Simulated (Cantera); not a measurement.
Cantera with NASA thermochemical tables; ideal gases at 1 bar, condensed phases pure. Values are per mole of reaction as written; species without (g) are pure solids or liquids, kept so even where they would boil at 1 bar.

Between 1600 and 2200 K, where is each reaction favourable under standard conditions?
- 3 ZrO2(g) + 2 NH3(g) ⇌ 2 N(g) + 3 Zr + 6 OH(g)


- 3 ZrO2(g) + 2 NH3(g) ⇌ 2 N(g) + 3 Zr + 6 OH(g): ΔG° is 1538 kJ at 1600 K and 1285 kJ at 2200 K; it stays positive (K < 1). ΔH° is 2282 kJ and ΔS° 453 J/K at 2200 K.
